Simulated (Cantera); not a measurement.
A freely propagating, adiabatic, planar premixed flame of 28.2 % H2, 12.8 % O2, 59.0 % N2, equivalence ratio 1.1, unburnt at 423 K and 120 Torr; mixture-averaged transport, grid criteria slope 0.08 and curve 0.16, no radiation.

Computed with Cantera and the H2/O2 subset of GRI-Mech 3.0, which has no nitrogen chemistry. Burning velocities carry a grid error of a few per cent, more on coarse grids.

Predict: laminar burning velocity; thermal thickness; peak x(H2O2); peak x(HO2); peak x(O).


| Quantity | Result |
|---|---|
| laminar burning velocity | 302 cm/s |
| thermal thickness | 4.92 mm |
| peak x(H2O2) | 1.34e-5 |
| peak x(HO2) | 0.000103 |
| peak x(O) | 0.00972 |
